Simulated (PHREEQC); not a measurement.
# Polishing slurry liquid: speciation

Consider water at 25 °C with 0.38 mol/kgw K2CO3, 0.0002 mol/kgw H4SiO4 and 0.057 mol/kgw KOH. Closed to the air; pH follows from the charge balance.

The numbers come from PHREEQC with the ion-association model, wateq4f.dat.

```json
{
 "pH": "12.52",
 "ionic_strength": "1.20 mol/kgw",
 "activity_of_water": "0.979",
 "total_alkalinity": "817 meq/kg"
}
```

```tsv
species	molality	activity	log γ
K+	0.817	0.482	-0.229
CO3-2	0.379	0.0661	-0.759
OH-	0.0574	0.0325	-0.247
HCO3-	0.000658	0.000425	-0.190
H3SiO4-	0.000113	6.69e-5	-0.229
H2SiO4-2	8.66e-5	1.51e-5	-0.759
```

No solid was allowed to form. The ionic strength is past about 0.7 mol/kgw, beyond the range of this activity model, so the values are rough.
